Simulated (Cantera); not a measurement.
A closed system holds: 1 mol C₂H₅OH, 0.71 mol NH₃, 1 mol H₂, 1.6 mol O₂, equilibrated at 29.0 mbar.

Method: chemical equilibrium by Gibbs-energy minimisation in Cantera with the NASA 1993 tables (ideal gas, pure condensed phases). Candidate condensed phases: C, C₆H₆, C₇H₈, C₈H₁₈, H₂O; 136 gas species. Kinetics and transport are ignored.

**Question.** Which condensed phases are stable at each of these points (T (°C)): 325, 425, 525, 625, 725, 825, 925, 1025, 1125, 1225, 1325, 1425, 1525, 1625?

**Answer.** 
```csv
T (°C),condensed phases,C condensed (%)
325,C(graphite),14.8
425,C(graphite),9.2
525,gas only,0.0
625,gas only,0.0
725,gas only,0.0
825,gas only,0.0
925,gas only,0.0
1025,gas only,0.0
1125,gas only,0.0
1225,gas only,0.0
1325,gas only,0.0
1425,gas only,0.0
1525,gas only,0.0
1625,gas only,0.0
```

From 325 °C to 425 °C the condensed part is C(graphite). From 525 °C to 1625 °C nothing is condensed.
